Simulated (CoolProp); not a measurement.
Vapour-liquid equilibrium of CHF3 (R23) (1) + R143a (2) at 4.59 bar; x and y are mole fractions of (1).

The numbers come from the multi-fluid Helmholtz-energy mixture model, Penoncello 2003 and Lemmon and Jacobsen 2000; pair parameters Bell 2016 in CoolProp.

```json
[
 {"x": "0.05", "bubble temperature (°C)": "-12.7", "y at the bubble point": "0.140", "dew temperature at overall composition x (°C)": "-10.5", "liquid density (mol/L)": "12.84"},
 {"x": "0.125", "bubble temperature (°C)": "-17.7", "y at the bubble point": "0.324", "dew temperature at overall composition x (°C)": "-12.3", "liquid density (mol/L)": "13.28"},
 {"x": "0.2", "bubble temperature (°C)": "-22.5", "y at the bubble point": "0.473", "dew temperature at overall composition x (°C)": "-14.3", "liquid density (mol/L)": "13.73"},
 {"x": "0.275", "bubble temperature (°C)": "-26.9", "y at the bubble point": "0.592", "dew temperature at overall composition x (°C)": "-16.3", "liquid density (mol/L)": "14.18"},
 {"x": "0.35", "bubble temperature (°C)": "-30.8", "y at the bubble point": "0.685", "dew temperature at overall composition x (°C)": "-18.5", "liquid density (mol/L)": "14.63"},
 {"x": "0.425", "bubble temperature (°C)": "-34.3", "y at the bubble point": "0.756", "dew temperature at overall composition x (°C)": "(withheld)", "liquid density (mol/L)": "15.09"},
 {"x": "0.5", "bubble temperature (°C)": "-37.4", "y at the bubble point": "0.812", "dew temperature at overall composition x (°C)": "-23.4", "liquid density (mol/L)": "15.54"},
 {"x": "0.575", "bubble temperature (°C)": "-40.1", "y at the bubble point": "0.856", "dew temperature at overall composition x (°C)": "-26.2", "liquid density (mol/L)": "16.00"},
 {"x": "0.65", "bubble temperature (°C)": "-42.5", "y at the bubble point": "0.892", "dew temperature at overall composition x (°C)": "-29.3", "liquid density (mol/L)": "16.46"},
 {"x": "0.725", "bubble temperature (°C)": "(withheld)", "y at the bubble point": "0.921", "dew temperature at overall composition x (°C)": "-32.7", "liquid density (mol/L)": "16.94"},
 {"x": "0.8", "bubble temperature (°C)": "-46.6", "y at the bubble point": "0.946", "dew temperature at overall composition x (°C)": "-36.7", "liquid density (mol/L)": "17.43"},
 {"x": "0.875", "bubble temperature (°C)": "-48.3", "y at the bubble point": "0.968", "dew temperature at overall composition x (°C)": "-41.4", "liquid density (mol/L)": "17.94"},
 {"x": "0.95", "bubble temperature (°C)": "-50.0", "y at the bubble point": "0.987", "dew temperature at overall composition x (°C)": "(withheld)", "liquid density (mol/L)": "18.48"}
]
```

### Question
What belongs in the gaps?

### Answer

- 0.425, dew temperature at overall composition x (°C): -20.9
- 0.725, bubble temperature (°C): -44.7
- 0.95, dew temperature at overall composition x (°C): -46.9

No azeotrope shows between x = 0.05 and 0.95.

Pair parameters are fitted to limited data, so mixtures are less certain than the pure fluids.
